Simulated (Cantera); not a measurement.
Charge: 1 mol SiC, 4.2 mol H2O, a varied amount of H2, at 1075 °C and 13.3 mbar.

Equilibrium computed with Cantera from the NASA thermochemical tables; the gas is ideal and each condensed phase is pure. Candidate condensed phases: C, C6H6, C7H8, C8H18, H2O, Si, SiC, SiO2; 123 gas species. The tables hold silica as quartz up to 1696 K and as liquid above; real silica turns to tridymite and cristobalite and melts near 1996 K. Rates play no part.

x: gas mole fraction; n: condensed amount in mol.

```json
[
 {"n(H2) (mol)": "59", "x H2": "0.966", "x H2O": "0.0185", "x CO": "0.0154", "x CO2": "0.000151", "x H": "1.97e-5", "x SiO": "4.95e-8", "x OH": "6.09e-9", "n SiO2(β-quartz)": "1.000"},
 {"n(H2) (mol)": "78", "x H2": "0.974", "x H2O": "0.0143", "x CO": "0.0119", "x CO2": "8.97e-5", "x H": "1.98e-5", "x SiO": "6.46e-8", "x OH": "4.69e-9", "n SiO2(β-quartz)": "1.000"},
 {"n(H2) (mol)": "100", "x H2": "0.979", "x H2O": "0.0114", "x CO": "0.00945", "x CO2": "5.60e-5", "x H": "1.98e-5", "x SiO": "8.20e-8", "x OH": "3.70e-9", "n SiO2(β-quartz)": "1.000"},
 {"n(H2) (mol)": "130", "x H2": "0.984", "x H2O": "0.00884", "x CO": "0.00736", "x CO2": "3.38e-5", "x H": "1.99e-5", "x SiO": "1.06e-7", "x OH": "2.88e-9", "n SiO2(β-quartz)": "1.000"},
 {"n(H2) (mol)": "180", "x H2": "0.988", "x H2O": "(withheld)", "x CO": "(withheld)", "x CO2": "(withheld)", "x H": "1.99e-5", "x SiO": "(withheld)", "x OH": "(withheld)", "n SiO2(β-quartz)": "1.000"},
 {"n(H2) (mol)": "230", "x H2": "0.991", "x H2O": "0.00509", "x CO": "0.00424", "x CO2": "1.11e-5", "x H": "1.99e-5", "x SiO": "1.85e-7", "x OH": "1.65e-9", "n SiO2(β-quartz)": "1.000"},
 {"n(H2) (mol)": "310", "x H2": "0.993", "x H2O": "0.00380", "x CO": "0.00317", "x CO2": "6.19e-6", "x H": "2.00e-5", "x SiO": "2.48e-7", "x OH": "1.23e-9", "n SiO2(β-quartz)": "1.000"},
 {"n(H2) (mol)": "400", "x H2": "0.995", "x H2O": "(withheld)", "x CO": "(withheld)", "x CO2": "(withheld)", "x H": "2.00e-5", "x SiO": "(withheld)", "x OH": "(withheld)", "n SiO2(β-quartz)": "1.000"},
 {"n(H2) (mol)": "530", "x H2": "0.996", "x H2O": "0.00224", "x CO": "0.00187", "x CO2": "2.15e-6", "x H": "2.00e-5", "x SiO": "4.22e-7", "x OH": "7.24e-10", "n SiO2(β-quartz)": "1.000"},
 {"n(H2) (mol)": "700", "x H2": "0.997", "x H2O": "0.00170", "x CO": "0.00142", "x CO2": "1.24e-6", "x H": "2.00e-5", "x SiO": "5.57e-7", "x OH": "5.50e-10", "n SiO2(β-quartz)": "1.000"},
 {"n(H2) (mol)": "920", "x H2": "0.998", "x H2O": "0.00130", "x CO": "0.00108", "x CO2": "7.18e-7", "x H": "2.00e-5", "x SiO": "7.31e-7", "x OH": "4.19e-10", "n SiO2(β-quartz)": "0.999"}
]
```

### Question
Fill in the missing entries.

### Answer

- 400, x H2O: 0.00296
- 400, x CO: 0.00246
- 400, x CO2: 3.75e-6
- 400, x SiO: 3.20e-7
- 400, x OH: 9.57e-10
- 180, x H2O: 0.00646
- 180, x CO: 0.00538
- 180, x CO2: 1.80e-5
- 180, x SiO: 1.45e-7
- 180, x OH: 2.10e-9
